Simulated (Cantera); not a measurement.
Charge: 1 mol Si3N4, 0.015 mol Si, 0.04 mol N2, at 2750 K and 4.70e-5 bar.

Cantera equilibrium calculation (NASA polynomials, part measured and part estimated; ideal gas, pure solids and liquids). Candidate condensed phases: Si, Si3N4; 7 gas species. The tables' values for SiN are old estimates; treat these amounts as uncertain. Rates play no part.

Base state: Si 0.596, N2 0.403, N 0.000223, SiN 0.000186, Si2 2.40e-5 (mole fractions); condensed: gas only.

Q: What changes in the equilibrium state with this change: temperature from 2750 K to 1923.15 K?

A: 
```tsv
species	before	after
N2	0.403	0.633
Si	0.596	0.362
Si2	2.40e-5	0.00309
Si3	4.10e-9	0.000689
N	0.000223	3.30e-8
Si2N	1.52e-7	0.000879
SiN	0.000186	0.000622
Si(l), mol	0	1.82
```
